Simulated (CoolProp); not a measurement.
The numbers come from the reference Helmholtz-energy equation of state, de Reuck 1990 in CoolProp.

For fluorine, give the phase and the cp (kJ/(kg K)) at 26.85 °C and 1.25 MPa; 26.85 °C and 17.5 MPa.


- 26.85 °C and 1.25 MPa: gas; cp 0.836
- 26.85 °C and 17.5 MPa: supercritical; cp 0.998
